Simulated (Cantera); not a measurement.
# Diamond growth

A diamond (100) surface in a fixed gas of H2 with x(CH4) = 0.0052, x(H) = 0.00091, x(CH3) = 1.3e-05, at 1175 K; coverages are run to steady state.

Model: the Harris–Goodwin 1993 mechanism for the reconstructed diamond (100) surface, integrated in Cantera.

| P (Pa) | growth (µm/h) | θ c6HH | θ c6H* | θ c6*H | θ c6** | θ c6HM |
|---|---|---|---|---|---|---|
| 840 | 0.00668 | 0.479 | 0.0346 | 0.466 | 0.0205 | 6.38e-5 |
| 1300 | 0.0118 | 0.479 | 0.0346 | 0.466 | 0.0205 | 9.82e-5 |
| 2000 | 0.0214 | 0.479 | 0.0346 | 0.466 | 0.0205 | 0.000149 |
| 3100 | 0.0405 | 0.478 | 0.0346 | 0.466 | 0.0205 | 0.000226 |
| 4800 | 0.0793 | 0.478 | 0.0346 | 0.466 | 0.0205 | 0.000339 |
| 7400 | 0.158 | 0.478 | 0.0346 | 0.466 | 0.0205 | 0.000497 |
| 11000 | 0.301 | 0.478 | 0.0346 | 0.466 | 0.0205 | 0.000692 |
| 18000 | 0.666 | 0.478 | 0.0346 | 0.465 | 0.0205 | 0.00101 |
θ: site fractions in the mechanism's names (c6HH fully hydrogenated, c6H* and c6*H radical sites, c6** diradical, c6HM methylated).
